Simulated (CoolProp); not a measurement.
A single-stage vapour-compression cycle with R13: evaporating at 247.15 K (dew point), condensing at 269.15 K (bubble point), superheat 10 K, subcooling 2 K, compressor efficiency 0.6, no pressure losses. Each further row changes one setting.

Computed with CoolProp (reference Helmholtz-energy equation of state, Platzer 1990). This equation is an older, rougher fit; its heat capacities, sound speeds and derivatives of the liquid may be far off and weren't checked against measurements.

```
case                              cooling COP  pressure ratio  discharge temperature (K)  refrigerating effect (kJ/kg)  volumetric capacity (kJ/m³)
--------------------------------  -----------  --------------  -------------------------  ----------------------------  ---------------------------
as stated                                5.56            1.86                      294.1                           101                         5600
evaporating temperature 252.15 K         7.51            1.60                      290.4                           102                         6620
condensing temperature 264.15 K          7.49            1.63                      286.1                           106                         5920
subcooling 7 K                           5.89            1.86                      294.1                           106                         5920
superheat 20 K                           5.57            1.86                      304.8                           108                         5620
compressor efficiency 0.5                4.64            1.86                      298.6                           101                         5600
```
